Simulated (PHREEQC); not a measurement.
Alkaline etch or developer: an equilibrium model

Solution (25 °C): 0.00187 mol NH3, 3.5e-05 mol Na2SiO3 and 0.15 mol (CH3)4NCl per kg of water. Closed to the air; pH follows from the charge balance.

The numbers come from PHREEQC with the ion-association model, phreeqc.dat.

| Quantity | Value |
|---|---|
| pH | 10.28 |
| ionic strength | 0.150 mol/kgw |
| total alkalinity | 1.94 meq/kg |

| species | molality | activity | log γ |
|---|---|---|---|
| Cl- | 0.150 | 0.111 | -0.133 |
| (CH3)4N+ | 0.150 | 0.111 | -0.131 |
| NH3 | 0.00165 | 0.00171 | 0.015 |
| OH- | 0.000264 | 0.000192 | -0.137 |
| NH4+ | 0.000221 | 0.000157 | -0.150 |
| Na+ | 7.00e-5 | 5.34e-5 | -0.118 |
| H3SiO4- | 2.78e-5 | 2.06e-5 | -0.131 |
| H4SiO4 | 7.07e-6 | 7.32e-6 | 0.015 |
| H2SiO4-2 | 7.87e-8 | 2.68e-8 | -0.469 |

No solid was allowed to form. (CH3)4N+ isn't in the database: it is added as a free cation with an ion size of 4 Å.
